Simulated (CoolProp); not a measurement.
Vapour-liquid equilibrium of R125 (1) + dimethyl ether (2) at -67.45 °C; x and y are mole fractions of (1).

The numbers come from the multi-fluid Helmholtz-energy mixture model, Lemmon 2005 and Wu 2011; pair parameters Bell 2016 in CoolProp.

Give the bubble pressure and the first vapour's composition at x = 0.35, 0.575, 0.65. Is there an azeotrope?

x = 0.35: 0.1365 bar, y = 0.558; x = 0.575: 0.1904 bar, y = 0.830; x = 0.65: 0.2155 bar, y = 0.889. No azeotrope shows between x = 0.05 and 0.95.

Pair parameters are fitted to limited data, so mixtures are less certain than the pure fluids.
